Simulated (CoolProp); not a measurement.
A closed Brayton cycle with nitrogen: compressor inlet 320.15 K and 3.5 MPa, high pressure 6.31 MPa, turbine inlet 910 K, compressor efficiency 0.8, turbine efficiency 0.93, recuperator effectiveness 0 (on enthalpy, no pinch check). Each further row changes one setting.

The numbers come from the reference Helmholtz-energy equation of state, Span 2000 in CoolProp.

```json
[
 {"case": "as stated", "thermal efficiency (%)": "10.9", "net work (kJ/kg)": "62.7", "compressor to turbine work": "0.55", "compressor exit (K)": "394.0", "turbine exit (K)": "788.8"},
 {"case": "turbine inlet 860 K", "thermal efficiency (%)": "10.7", "net work (kJ/kg)": "55.0", "compressor to turbine work": "0.58", "compressor exit (K)": "394.0", "turbine exit (K)": "744.4"},
 {"case": "compressor inlet 330.15 K", "thermal efficiency (%)": "10.8", "net work (kJ/kg)": "60.1", "compressor to turbine work": "0.57", "compressor exit (K)": "406.2", "turbine exit (K)": "788.8"},
 {"case": "high pressure 5.36 MPa", "thermal efficiency (%)": "8.2", "net work (kJ/kg)": "48.8", "compressor to turbine work": "0.53", "compressor exit (K)": "372.3", "turbine exit (K)": "820.8"},
 {"case": "recuperator effectiveness 0.5", "thermal efficiency (%)": "17.5", "net work (kJ/kg)": "62.7", "compressor to turbine work": "0.55", "compressor exit (K)": "394.0", "turbine exit (K)": "788.8"}
]
```
